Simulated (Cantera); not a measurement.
Cantera run:

```python
import numpy as np
import cantera as ct

gas_names = """
    CL CL2 H HCL H2 Si SiCL SiCL2 SiCL3 SiCL4 SiH SiHCL3 SiH2 SiH2CL2 SiH3 SiH3CL SiH4 Si2 Si3
""".split()
cond_names = """
    Si(cr) Si(L)
""".split()


# ... load() reads the species with a 1 bar reference pressure and builds the phases ...
atoms = {
    'SiH4': {'Si': 1, 'H': 4},
    'Cl2': {'CL': 2},
    'H2': {'H': 2},
}
top_T = {}  # K; cautious upper limits of use, not melting points


# ... equilibrate(T, P, feed) seeds the gas with the atoms and calls Mixture.equilibrate('TP', solver="vcs", rtol=1e-11, max_steps=5000) ...
results = []
feed = {'SiH4': 1, 'Cl2': 0.35, 'H2': 330}  # mol
P = 110000  # Pa
for T in [898, 973, 1048, 1123, 1198, 1273, 1348, 1423, 1498, 1573, 1648, 1723]:
    mix = equilibrate(T, P, feed)
    results.append((T, P, feed, dict(zip(mix.species_names, mix.species_moles))))

top = {s: max(r[3][s] / sum(r[3][g] for g in gas_names) for r in results) for s in gas_names}
cols = sorted((s for s in top if top[s] > 1e-06), key=lambda s: -top[s])[:6]
seen = [c for c in cond_names if any(r[3].get(c, 0) > 1e-12 for r in results)]
print("log10 of partial pressures in bar; condensed amounts in mol")
print(f"{'T/K':>10s}" + "".join(f"{s[:9]:>10s}" for s in cols + seen))
for T, P, feed, n in results:
    ng = sum(n[g] for g in gas_names)
    print(f"{T:10.4g}" + "".join(f"{np.log10(max(n[s] / ng * P / 1e5, 1e-99)):10.3f}" for s in cols)
          + "".join(f"{n.get(c, 0):10.4g}" for c in seen))
```

Result:

```
log10 of partial pressures in bar; condensed amounts in mol
       T/K        H2       HCL    SiHCL3         H   SiH2CL2     SiCL4    Si(cr)     Si(L)
       898     0.041    -3.086    -3.508    -9.940    -3.961    -4.080    0.8445         0
       973     0.041    -2.845    -3.746    -8.946    -4.093    -4.381    0.9044         0
      1048     0.041    -2.710    -4.166    -8.092    -4.349    -4.927    0.9573         0
      1123     0.041    -2.661    -4.728    -7.350    -4.704    -5.663    0.9827         0
      1198     0.040    -2.647    -5.306    -6.701    -5.073    -6.423    0.9909         0
      1273     0.040    -2.643    -5.840    -6.127    -5.414    -7.125    0.9934         0
      1348     0.040    -2.642    -6.320    -5.615    -5.721    -7.756    0.9942         0
      1423     0.040    -2.641    -6.751    -5.157    -5.996    -8.323    0.9943         0
      1498     0.040    -2.641    -7.138    -4.745    -6.243    -8.833    0.9939         0
      1573     0.040    -2.642    -7.489    -4.371    -6.467    -9.293     0.993         0
      1648     0.040    -2.642    -7.807    -4.030    -6.670    -9.712     0.991         0
      1723     0.040    -2.642    -8.125    -3.719    -6.884   -10.121         0    0.9878
```

These are equilibrium values from Cantera (NASA tables, ideal gas, pure condensed phases), not measurements of a reactor. Gases not in the tables: Si2H6 and higher silanes.
